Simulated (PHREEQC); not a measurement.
Make-up at 52 °C: 0.0077 mol/kgw NH4HSO4. Closed to the air; pH follows from the charge balance.

The numbers come from PHREEQC with the ion-association model, wateq4f.dat.

```json
[
 {"quantity": "pH", "before": "2.35", "after": "2.44"},
 {"quantity": "ionic strength (mol/kgw)", "before": "0.0172", "after": "0.0154"},
 {"quantity": "SO4-2 (mol/kgw)", "before": "0.00477", "after": "0.00383"},
 {"quantity": "HSO4- (mol/kgw)", "before": "0.00266", "after": "0.00366"},
 {"quantity": "NH4SO4- (mol/kgw)", "before": "0.000267", "after": "0.000214"},
 {"quantity": "NH3 (mol/kgw)", "before": "4.70e-9", "after": "2.68e-8"}
]
```

Problem. What was changed between the two runs?
A) temperature from 52 to 80 °C
B) NH4HSO4 from 0.0077 to 0.00847 mol/kgw
C) diluted 5-fold with water
D) diluted 2-fold with water
E) 0.012 mol/kgw LiBr added

Solution. A, temperature from 52 to 80 °C

Precipitation was switched off in this run. Constants without temperature data keep their 25 °C values here.
